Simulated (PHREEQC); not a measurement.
A PHREEQC input (ion-association model, phreeqc.dat):

```
SOLUTION 1
  temp 25
  units mg/L
  pH 12.5
  pe 10.4
  Na 60.1
  K 0.0218
  Ca 82
  Mg 72.6
  Cl 22.6
  S(6) 325 as SO4
  Alkalinity 311 as HCO3
  Li 0.0138
  Br 2.6
END
USE solution 1
EQUILIBRIUM_PHASES 1
  CO2(g) -2.5 10
END
```

It stops with these messages:

```
WARNING: Maximum iterations exceeded, 100
WARNING: Maximum iterations exceeded, 100
WARNING: The program has failed to converge to a numerical solution.
ERROR:           Alkalinity has not converged. Total: 5.103981e-03	Calculated: 5.718607e-03	Residual: -6.146265e-04
ERROR: Is non-carbonate alkalinity greater than total alkalinity?
ERROR:                   Br has not converged. Total: 3.258511e-05	Calculated: 3.289403e-05	Residual: -3.089123e-07
ERROR:                   Ca has not converged. Total: 2.048805e-03	Calculated: 1.988244e-03	Residual: 6.056101e-05
ERROR:                   Cl has not converged. Total: 6.383662e-04	Calculated: 6.442029e-04	Residual: -5.836698e-06
ERROR:                    K has not converged. Total: 5.583056e-07	Calculated: 5.638899e-07	Residual: -5.584310e-09
ERROR:                   Li has not converged. Total: 1.991575e-06	Calculated: 2.009179e-06	Residual: -1.760374e-08
ERROR:                   Mg has not converged. Total: 2.990407e-03	Calculated: 2.408160e-03	Residual: 5.822479e-04
ERROR:                   Na has not converged. Total: 2.617904e-03	Calculated: 2.701991e-03	Residual: -8.408750e-05
ERROR:                 S(6) has not converged. Total: 3.387951e-03	Calculated: 3.135611e-03	Residual: 2.523399e-04
ERROR:               A(H2O) Activity of water has not converged. 	Residual: 1.607183e+01
ERROR: Model failed to converge for initial solution  1.
```

### Question
What went wrong, and how is it mended?

### Answer
The fault: pH typed as 12.5 with the alkalinity kept. The line should read `pH 6.88` where the input has `pH 12.5`. With the mend the run ends at pH 7.95 and ionic strength 0.0174 mol/kgw.
